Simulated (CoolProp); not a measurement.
Computed with CoolProp (reference Helmholtz-energy equation of state, Akasaka 2015).

**Question.** Give the vapour pressure (MPa), liquid density (kg/m³), enthalpy of vaporisation (kJ/kg), liquid cp (kJ/(kg K)) of saturated R245fa at 276.3, 322, 327.7 K.

**Answer.** 
```csv
T (K),p (MPa),liquid density (kg/m³),enthalpy of vaporisation (kJ/kg),liquid cp (kJ/(kg K))
276.3,0.0614,1400,203,1.27
322,0.332,1270,177,1.38
327.7,0.395,1250,173,1.40
```
